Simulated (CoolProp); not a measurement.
The fluid at 298.15 K and 2.56 MPa is throttled through a valve to 0.645 MPa with no heat exchange. The same conditions are run with several fluids, on thermodynamics alone (safety and materials aside).

The numbers come from the reference Helmholtz-energy equation of state of each fluid (tetrahydrofuran: Fiedler 2023; ammonia: Gao 2020; isobutene: Lemmon 2005; R123: Younglove 1994; fluoroethane (R161): Wu 2012) in CoolProp.

Q: Rank tetrahydrofuran, ammonia, isobutene, R123, fluoroethane (R161) by temperature change (K), highest first.

A: tetrahydrofuran (+0.8), R123 (+0.6), isobutene (+0.5), fluoroethane (R161) (-12.6), ammonia (-13.6)

```tsv
fluid	final phase	final density (kg/m³)
tetrahydrofuran	liquid	882
ammonia	two-phase, vapour fraction 0.053	83.4
isobutene	liquid	588
R123	liquid	1460
fluoroethane (R161)	two-phase, vapour fraction 0.079	153
```
